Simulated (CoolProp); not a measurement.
Vapour-liquid equilibrium of 1-butene (1) + acetone (2) at 370.4 K; x and y are mole fractions of (1).

Model: multi-fluid Helmholtz-energy mixture model, Lemmon 2005 and Lemmon 2006; pair parameters Bell 2016, in CoolProp.

**Question.** Give the bubble pressure and the first vapour's composition at x = 0.35, 0.5, 0.65. Is there an azeotrope?

**Answer.** x = 0.35: 1.060 MPa, y = 0.722; x = 0.5: 1.240 MPa, y = 0.787; x = 0.65: 1.386 MPa, y = 0.838. No azeotrope shows between x = 0.05 and 0.95.

The pair parameters rest on a limited set of measurements; away from them the model extrapolates.
